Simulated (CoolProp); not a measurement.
Toluene along the isobar 8.83 MPa: Z from the reference equation and from simpler models built on Tc = 591.7 K, pc = 4.126 MPa, ω = 0.266; each cubic takes its own stable root.

Values from CoolProp's reference Helmholtz-energy equation of state, Lemmon 2006. It is a short technical equation, of lower accuracy than the large ones.

| T (K) | phase | reference |
|---|---|---|
| 409.4 | liquid | 0.3121 |
| 414.4 | liquid | 0.3103 |
| 419.4 | liquid | 0.3086 |
| 424.4 | liquid | 0.3070 |
| 429.4 | liquid | 0.3055 |
| 434.3 | liquid | 0.3041 |
| 439.3 | liquid | 0.3027 |
| 444.3 | liquid | 0.3015 |
| 449.3 | liquid | 0.3003 |
| 454.3 | liquid | 0.2992 |
| 459.3 | liquid | 0.2981 |
| 464.3 | liquid | 0.2972 |
| 469.3 | liquid | 0.2963 |
| 474.3 | liquid | 0.2955 |
| 479.2 | liquid | 0.2949 |

Q: How far does each simpler model (Redlich-Kwong, Soave-Redlich-Kwong) lie from the reference over these 15 states: mean and median of the absolute difference, and the worst?

A: 
- Redlich-Kwong: mean 14.6 %, median 14.6 %, worst +15.2 % at 479.2 K and 8.83 MPa
- Soave-Redlich-Kwong: mean 11.0 %, median 10.9 %, worst +11.5 % at 479.2 K and 8.83 MPa
